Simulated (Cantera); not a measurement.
A closed system holds: 1 mol Si3N4, 27 mol HF, held at 875 K and 55.0 mbar.

Cantera equilibrium calculation (NASA polynomials, part measured and part estimated; ideal gas, pure solids and liquids). Candidate condensed phases: Si, Si3N4; 37 gas species. The numbers say what is thermodynamically allowed, not how fast it happens.

Base state: HF 0.577, H2 0.231, SiF4 0.115, N2 0.0769 (mole fractions); condensed: gas only.

What changes in the equilibrium state with this change: 0.1 mol O2 added?


```csv
species,before,after
HF,0.577,0.577
H2,0.231,0.223
SiF4,0.115,0.115
H2O,0,0.00769
N2,0.0769,0.0769
```
Further candidate phases: H2O, SiO2, Si2N2O.
